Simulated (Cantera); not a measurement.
An isothermal, constant-pressure homogeneous reactor starts with CH3OH : O2 : N2 = 0.0024 : 0.0056 : 0.26 (molar parts), equivalence ratio 0.64, at 1425 K and 500000 Pa.

Computed with Cantera and GRI-Mech 3.0 (53 species, 325 reactions). GRI-Mech 3.0 was tuned for natural gas; its chemistry of methanol as a main component is partial and can be far from experiment.

One state of this run: x CH3OH = <1e-12; x O2 = 0.00743; x H2O2 = 4.52e-10; x CO = 6.97e-8; x HCN = <1e-12; x C2H = <1e-12. x: mole fraction; the columns are a selection and need not sum to one.

Task: Which value of t (s) does it belong to?
A. 1.98
B. 0.000843
C. 0.00256
D. 0.000278

Result: A, 1.98
